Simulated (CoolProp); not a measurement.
R1132(E) at 298.15 K and 1.21 MPa is compressed adiabatically to 4.48 MPa with isentropic efficiency 0.6. Each further row changes one setting.

Values from CoolProp's reference Helmholtz-energy equation of state, Akasaka 2024.

| case | work (kJ/kg) | final temperature (K) | final density (kg/m³) |
|---|---|---|---|
| as stated | ? | 392.2 | ? |
| efficiency 1 | 44.1 | 372.9 | 130 |
| efficiency 0.65 | 67.9 | ? | ? |

Task: What belongs in the gaps?

Result: 
- as stated, work (kJ/kg): 73.5
- as stated, final density (kg/m³): 114
- efficiency 0.65, final temperature (K): 388.3
- efficiency 0.65, final density (kg/m³): 116
